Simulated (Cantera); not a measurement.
An isothermal, constant-pressure homogeneous reactor starts with NO : N₂ = 1 : 6.7 (molar parts), at 1950 K and 1.00 bar.

Cantera simulation using GRI-Mech 3.0 (53 species, 325 reactions); the numbers are that mechanism's predictions, not measurements.

Predict: x(NO) at 2.00 s; x(O) at 2.00 s; x(O₂) at 2.00 s; x(N₂) at 2.00 s; x(NO₂) at 2.00 s.


```
Quantity                                             Value
----------------  ----------------------------------------
x(NO) at 2.00 s     0.0729 (gas-phase equilibrium 0.00398)
x(O) at 2.00 s    7.84e-5 (gas-phase equilibrium 0.000114)
x(O₂) at 2.00 s      0.0284 (gas-phase equilibrium 0.0629)
x(N₂) at 2.00 s        0.899 (gas-phase equilibrium 0.933)
x(NO₂) at 2.00 s   5.11e-5 (gas-phase equilibrium 4.08e-6)
```
